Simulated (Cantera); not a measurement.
Input: 1 mol TiC, 0.057 mol C, 0.032 mol H₂, equilibrated at 2377 °C and 158 Torr.

Equilibrium computed with Cantera from the NASA thermochemical tables; the gas is ideal and each condensed phase is pure. Candidate condensed phases: C, C₆H₆, C₇H₈, C₈H₁₈, Ti, TiC; 77 gas species. TiC: taken at fixed stoichiometry. The numbers say what is thermodynamically allowed, not how fast it happens.

Base state: H₂ 0.886, H 0.0963, C₂H₂ (acetylene) 0.0174, C₂H 0.000183, C₄H₂ 0.000142, Ti 4.62e-5, CH₃ 3.72e-5, C₂H₂ (vinylidene) 2.18e-5 (mole fractions); condensed: C(graphite) + TiC(s).

### Question
What changes in the equilibrium state with this change: temperature from 2377 °C to 2300 °C?

### Answer
| species | before | after |
|---|---|---|
| H₂ | 0.886 | 0.915 |
| H | 0.0963 | 0.0717 |
| C₂H₂ (acetylene) | 0.0174 | 0.0133 |
| Ti | 4.62e-5 | 1.95e-5 |
| C₃ | 2.13e-5 | 7.14e-6 |
| C₂H | 0.000183 | 8.74e-5 |
| C₄H₂ | 0.000142 | 8.06e-5 |
| C₂H₂ (vinylidene) | 2.18e-5 | 1.32e-5 |
| CH₄ | 1.97e-5 | 2.35e-5 |
| C(graphite), mol | 0.0558 | 0.0561 |
| TiC(s), mol | 1.000 | 1.000 |

### Question
What changes in the equilibrium state with this change: TiC replaced by MgO?

### Answer
```tsv
species	before	after
Mg	0	0.404
CO	0	0.355
H₂	0.886	0.153
H₂O	0	0.0283
C₂H₂ (acetylene)	0.0174	<1e-9
H	0.0963	0.0401
Ti	4.62e-5	0
CO₂	0	0.00993
MgOH	0	0.00358
OH	0	0.00180
MgH	0	0.00153
MgO	0	0.00144
C(graphite), mol	0.0558	0
TiC(s), mol	1.000	0
MgO(s), mol	0	0.936
```
The tables' values for MgH are old estimates; treat these amounts as uncertain. Further candidate phases: H₂O, Mg, MgCO₃, MgO, Mg(OH)₂.
